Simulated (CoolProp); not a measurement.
Propylene at 519.8 K and 0.553 MPa flows at 17 m/s in a round tube of 2 mm bore and 1.5 µm roughness, fully developed (64/Re and Nu = 3.66 if laminar; Colebrook and Gnielinski if turbulent). Each further row changes one setting.

Model: reference Helmholtz-energy equation of state, Lemmon 2013, in CoolProp.

```csv
case,Reynolds number,Darcy friction factor,pressure drop (Pa/m),heat-transfer coefficient (W/(m² K)),mass flow (kg/h)
as stated,12600,0.0303,12000,882,…
velocity 34 m/s,25200,…,41300,1570,…
diameter 4 mm,25200,0.0254,…,…,4.19
```

Task: Some entries are withheld; supply them.

Result: 
- as stated, mass flow (kg/h): 1.05
- velocity 34 m/s, Darcy friction factor: 0.0262
- velocity 34 m/s, mass flow (kg/h): 2.10
- diameter 4 mm, pressure drop (Pa/m): 5000
- diameter 4 mm, heat-transfer coefficient (W/(m² K)): 759

Viscosity comes from a separate model (Huber 2003), an estimate that may be off by 10 % or more. Thermal conductivity comes from a separate model (Huber 2003), an estimate that may be off by 10 % or more.
